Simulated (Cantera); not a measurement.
## Catalytic combustion on Pt

An isothermal plug-flow reactor at 825 K and 0.790 atm (inlet), inlet velocity 4.5 m/s, active area per volume 4300 1/m; feed H2 : O2 : N2 : H2O = 0.0031 : 0.14 : 0.79 : 0.0088 (molar parts), equivalence ratio 0.011.

Detailed kinetics in Cantera: Deutschmann's 1995 Pt surface mechanism with GRI-Mech 3.0 gas chemistry. Catalytic surfaces can have several steady states; this one follows from the mechanism file's or the stated starting coverage. Mass transfer to the wall is taken as infinitely fast.

```csv
z (m),x H2,x O2,x H2O,θ free Pt,θ O*,θ OH*
0.00055,0.00114,0.148,0.0115,0.0526,0.945,0.00205
0.00098,0.000554,0.147,0.0121,0.0491,0.949,0.00201
0.0017,0.000177,0.147,0.0125,0.0470,0.951,0.00199
0.0031,2.05e-5,0.147,0.0126,0.0462,0.952,0.00198
0.0055,5.21e-7,0.147,0.0127,0.0461,0.952,0.00198
0.0098,7.31e-10,0.147,0.0127,0.0461,0.952,0.00198
0.017,<1e-12,0.147,0.0127,0.0461,0.952,0.00198
0.031,<1e-12,0.147,0.0127,0.0461,0.952,0.00198
0.055,<1e-12,0.147,0.0127,0.0461,0.952,0.00198
```
x: gas mole fraction; θ: surface coverage.
